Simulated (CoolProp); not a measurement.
Computed with CoolProp (reference Helmholtz-energy equation of state, Zhou 2012).

Problem. For o-xylene, give the phase and the cp (kJ/(kg K)), cv (kJ/(kg K)), Prandtl number at 346.85 °C and 0.026 MPa; 346.85 °C and 0.26 MPa.

Solution. 
- 346.85 °C and 0.026 MPa: gas; cp 2.28, cv 2.20, Prandtl number 0.700
- 346.85 °C and 0.26 MPa: gas; cp 2.30, cv 2.21, Prandtl number 0.710

Viscosity comes from a separate model (Cao 2016). Thermal conductivity comes from a separate model (Mylona 2014).
